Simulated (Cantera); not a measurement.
## Gas-phase reforming

A perfectly stirred reactor is fed with 27.0 % CH4, 45.9 % CO2, 27.0 % H2, at 1700000 Pa; it is held at 1425 K, and followed from long to short residence time.

Computed with Cantera and GRI-Mech 3.0 (53 species, 325 reactions). The pressure lies above the range GRI-Mech 3.0 was tuned for (to about 10 atm).

```csv
τ (s),x CH4,x CO2,x H2,x C2H4,x O
28,0.162,0.157,0.171,0.00808,<1e-12
6.7,0.179,0.191,0.141,0.0138,<1e-12
1.6,0.197,0.232,0.135,0.0156,<1e-12
0.38,0.231,0.311,0.166,0.0101,<1e-12
0.091,0.257,0.401,0.226,0.00393,<1e-12
0.022,0.266,0.444,0.259,0.00123,<1e-12
0.0051,0.269,0.456,0.268,0.000283,<1e-12
```
x: mole fraction; the columns are a selection and need not sum to one.
